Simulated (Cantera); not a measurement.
Charge: 1 mol Al(CH3)3, 20 mol N2, 0.61 mol N2O, equilibrated at 0.00110 bar.

These are equilibrium values from Cantera (NASA tables, ideal gas, pure condensed phases), not measurements of a reactor. Candidate condensed phases: Al, AlN, Al2O3, C, C6H6, C7H8, C8H18, H2O; 148 gas species. The feed counts by its element totals alone. Kinetics and transport are ignored.

Problem. Which condensed phases are stable at each of these points (T (°C)): 1350, 1450, 1550, 1650, 1750, 1850, 1950?

Solution. 
```
T (°C)      condensed phases  Al condensed (%)
------  --------------------  ----------------
1350    AlN(s) + C(graphite)              99.8
1450    AlN(s) + C(graphite)              96.4
1550    AlN(s) + C(graphite)              58.6
1650             C(graphite)               0.0
1750             C(graphite)               0.0
1850             C(graphite)               0.0
1950             C(graphite)               0.0
```

From 1350 °C to 1550 °C the condensed part is AlN(s) + C(graphite). From 1650 °C to 1950 °C the condensed part is C(graphite).
